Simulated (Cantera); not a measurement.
A perfectly stirred reactor is fed with 11.2 % CH4, 18.7 % O2, 70.1 % N2, equivalence ratio 1.2, at 7500 Torr; it is adiabatic with a 725 K inlet, and is followed from long to short residence time, starting on the burning branch (τ in s: 0.022, 0.013, 0.0079, 0.0048, 0.0029, 0.0017, 0.001, 0.00062, 0.00037, 0.00022, 0.00013, 8.1e-05).

Model: GRI-Mech 3.0 (53 species, 325 reactions), integrated in Cantera.

Question: Predict: blow-out, bracketed by the residence times tried; x(CH4) at τ = 22.0 ms; x(O2) at τ = 22.0 ms; x(CH3) at τ = 22.0 ms; x(C2H2) at τ = 22.0 ms; x(HO2) at τ = 22.0 ms; x(CH4) at τ = 1.00 ms; x(O2) at τ = 1.00 ms; x(CH3) at τ = 1.00 ms; x(C2H2) at τ = 1.00 ms; x(HO2) at τ = 1.00 ms.

Answer: 
```
Item                                                                              Result
------------------------------------------------  --------------------------------------
blow-out, bracketed by the residence times tried  burning at 81.0 µs, the shortest tried
x(CH4) at τ = 22.0 ms                                                            7.56e-6
x(O2) at τ = 22.0 ms                                                            0.000176
x(CH3) at τ = 22.0 ms                                                            4.27e-6
x(C2H2) at τ = 22.0 ms                                                           1.69e-8
x(HO2) at τ = 22.0 ms                                                            1.50e-7
x(CH4) at τ = 1.00 ms                                                            7.06e-5
x(O2) at τ = 1.00 ms                                                            0.000838
x(CH3) at τ = 1.00 ms                                                            4.72e-5
x(C2H2) at τ = 1.00 ms                                                           1.04e-6
x(HO2) at τ = 1.00 ms                                                            7.19e-7
```
